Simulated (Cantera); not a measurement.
**CH3SiCl3 + C2H4 + H2 (silicon carbide growth)**

Input: 1 mol CH3SiCl3, 0.0055 mol C2H4, 4.5 mol H2, held at 0.975 Torr.

Equilibrium computed with Cantera from the NASA thermochemical tables; the gas is ideal and each condensed phase is pure. Candidate condensed phases: C, C6H6, C7H8, C8H18, Si, SiC; 109 gas species. The feed counts by its element totals alone. The tables' values for SiCl, SiCl3 are old estimates; treat these amounts as uncertain. Gases not in the tables: Si2H6 and higher silanes. Equilibrium is a limit: real reactors are often held back by kinetics, nucleation or transport.

| T (K) | x H2 | x HCl | x H | x Cl | x Si | x SiCl2 | x SiCl | x SiC2 | n C(graphite) | n SiC(s) |
|---|---|---|---|---|---|---|---|---|---|---|
| 1223 | 0.607 | 0.390 | 6.50e-6 | 3.60e-6 | 4.79e-12 | 0.00118 | 1.14e-9 | <1e-12 | 0.0357 | 0.975 |
| 1323 | 0.605 | 0.392 | 3.42e-5 | 1.86e-5 | 2.27e-10 | 0.00232 | 1.66e-8 | <1e-12 | 0.0341 | 0.977 |
| 1423 | 0.605 | 0.390 | 0.000143 | 7.57e-5 | 6.24e-9 | 0.00402 | 1.64e-7 | 5.43e-12 | 0.0442 | 0.967 |
| 1523 | 0.607 | 0.385 | 0.000499 | 0.000254 | 1.10e-7 | 0.00637 | 1.19e-6 | 2.34e-10 | 0.0608 | 0.950 |
| 1623 | 0.609 | 0.379 | 0.00150 | 0.000733 | 1.37e-6 | 0.00937 | 6.63e-6 | 6.30e-9 | 0.0827 | 0.928 |
| 1723 | 0.611 | 0.370 | 0.00395 | 0.00185 | 1.26e-5 | 0.0129 | 3.00e-5 | 1.15e-7 | 0.109 | 0.901 |
| 1823 | 0.611 | 0.358 | 0.00939 | 0.00420 | 9.09e-5 | 0.0168 | 0.000114 | 1.51e-6 | 0.139 | 0.870 |
| 1923 | 0.606 | 0.343 | 0.0203 | 0.00865 | 0.000532 | 0.0207 | 0.000369 | 1.51e-5 | 0.173 | 0.834 |
| 2023 | 0.594 | 0.321 | 0.0406 | 0.0163 | 0.00261 | 0.0241 | 0.00104 | 0.000120 | 0.219 | 0.781 |
| 2123 | 0.565 | 0.290 | 0.0748 | 0.0282 | 0.0110 | 0.0262 | 0.00260 | 0.000780 | 0.315 | 0.664 |
| 2223 | 0.505 | 0.244 | 0.126 | 0.0443 | 0.0407 | 0.0256 | 0.00569 | 0.00426 | 0.601 | 0.287 |
x: gas mole fraction; n: condensed amount in mol.

From 1223 K to 2223 K the condensed part is C(graphite) + SiC(s). The main Si-bearing gas is SiCl4 at 1223 K and Si at 2223 K. The share of Si in condensed phases is highest at 1323 K (97.7 %) and lowest at 2223 K (28.7 %).
